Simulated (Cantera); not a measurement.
Feed: 1 mol B₂H₆, 0.39 mol N₂, 3.4 mol H₂, equilibrated at 2200 K and 0.133 bar.

Equilibrium computed with Cantera from the NASA thermochemical tables; the gas is ideal and each condensed phase is pure. Candidate condensed phases: B, BN; 15 gas species. The feed counts by its element totals alone. Mutual solubility and eutectic melting of coexisting phases are not modelled. The tables' values for BH₂ are old estimates; treat these amounts as uncertain. Gases not in the tables: B₂H₆ and higher boranes. Equilibrium is a limit: real reactors are often held back by kinetics, nucleation or transport.

Q: What is the equilibrium state?

A: 
```
Quantity        Value
----------  ---------
x(H₂)           0.970
x(H)           0.0152
x(N₂)          0.0133
x(BH₂)        0.00129
x(B)          2.05e-5
x(BH₃)        2.00e-5
x(BH)         8.66e-6
n(B(s))      1.39 mol
n(BN(s))    0.606 mol
gas amount  6.537 mol
```
